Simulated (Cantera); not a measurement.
Cantera run, input and output.

```python
import numpy as np
import cantera as ct

gas = ct.Solution("h2o2.yaml")
gas.TPX = 525, 920000, {'H2': 1, 'O2': 0.312, 'N2': 1.17}
flame = ct.FreeFlame(gas, width=0.0085)
flame.set_refine_criteria(ratio=3, slope=0.08, curve=0.16)
flame.transport_model = "mixture-averaged"
flame.solve(loglevel=0, auto=True)
z, T = flame.grid, flame.T
thick = (T[-1] - T[0]) / np.gradient(T, z).max()
show = ['H2', 'O2', 'H2O2', 'O', 'OH', 'H2O']
print(f"laminar burning velocity  {flame.velocity[0] * 100:.3f} cm/s")
print(f"burnt temperature         {T[-1]:.1f} K")
print(f"thermal thickness         {thick * 1e3:.4f} mm")
print(f"grid points               {len(z)}")
z0 = z[flame.heat_release_rate.argmax()]
print(f"{'z/mm':>9s}{'T/K':>9s}{'u/(m/s)':>9s}" + "".join(f"{s:>11s}" for s in show))
rows = []
for k in (-3, -2, -1.5, -1, -0.5, -0.25, 0, 0.25, 0.5, 1, 2, 4, 8):
    zz = z0 + k * thick
    rows.append([k * thick, np.interp(zz, z, T), np.interp(zz, z, flame.velocity),
                 *(np.interp(zz, z, flame.X[gas.species_index(s)]) for s in show)])
    print(f"{rows[-1][0] * 1e3:9.3f}{rows[-1][1]:9.1f}{rows[-1][2]:9.3f}" + "".join(f"{x:11.3e}" for x in rows[-1][3:]))
```

It prints:

```
laminar burning velocity  684.255 cm/s
burnt temperature         2406.2 K
thermal thickness         0.0247 mm
grid points               112
     z/mm      T/K  u/(m/s)         H2         O2       H2O2          O         OH        H2O
   -0.074    525.0    6.843  4.029e-01  1.257e-01  1.599e-12  2.261e-12  4.730e-14  6.604e-10
   -0.049    525.0    6.842  4.029e-01  1.257e-01  1.787e-10  2.180e-10  4.565e-12  5.247e-08
   -0.037    525.1    6.842  4.027e-01  1.257e-01  2.789e-09  2.830e-09  6.080e-11  6.375e-07
   -0.025    526.9    6.853  4.015e-01  1.260e-01  1.235e-07  7.817e-08  3.758e-09  1.956e-05
   -0.012    601.2    7.640  3.842e-01  1.277e-01  2.939e-05  1.179e-05  5.498e-05  3.163e-03
   -0.006    933.2   11.425  3.402e-01  1.185e-01  1.133e-04  2.842e-04  1.131e-03  3.447e-02
    0.000   1385.4   16.503  2.708e-01  8.635e-02  4.051e-05  1.744e-03  2.544e-03  1.077e-01
    0.006   1708.0   20.131  2.070e-01  4.489e-02  5.508e-06  2.900e-03  4.946e-03  1.871e-01
    0.012   1885.0   22.103  1.723e-01  1.955e-02  3.063e-06  2.583e-03  6.683e-03  2.345e-01
    0.025   2045.2   23.822  1.548e-01  4.080e-03  1.459e-06  1.647e-03  7.669e-03  2.650e-01
    0.049   2170.1   25.089  1.563e-01  8.730e-04  7.086e-07  9.037e-04  6.798e-03  2.747e-01
    0.099   2266.5   26.030  1.607e-01  3.387e-04  3.820e-07  4.050e-04  5.011e-03  2.799e-01
    0.198   2332.8   26.659  1.640e-01  1.276e-04  1.884e-07  1.517e-04  3.257e-03  2.837e-01
```

Detailed kinetics in Cantera: the H2/O2 subset of GRI-Mech 3.0, which has no nitrogen chemistry. The hydrogen kinetics of GRI-Mech 3.0 are dated; newer H2 mechanisms differ, most at raised pressure. Burning velocities carry a grid error of a few per cent, more on coarse grids.
